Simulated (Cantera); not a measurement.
Feed: 1 mol PbO, 5.8 mol H2, 1.2 mol H2O, equilibrated at 140 Pa.

Method: chemical equilibrium by Gibbs-energy minimisation in Cantera with the NASA 1993 tables (ideal gas, pure condensed phases). Candidate condensed phases: H2O, Pb, PbO, PbO2, Pb3O4; 12 gas species. Kinetics and transport are ignored. All values below are at 1273 K.

Base state: H2 0.600, H2O 0.275, Pb 0.125, H 1.48e-5 (mole fractions); condensed: gas only.

Q: What changes in the equilibrium state with this change: 0.016 mol CO2 added?

A: 
```json
[
 {"species": "H2", "before": "0.600", "after": "0.597"},
 {"species": "H2O", "before": "0.275", "after": "0.276"},
 {"species": "Pb", "before": "0.125", "after": "0.125"},
 {"species": "CO", "before": "0", "after": "0.00156"},
 {"species": "CO2", "before": "0", "after": "0.000436"},
 {"species": "H", "before": "1.48e-5", "after": "1.47e-5"}
]
```
Further candidate phases: C, C6H6, C7H8, C8H18.
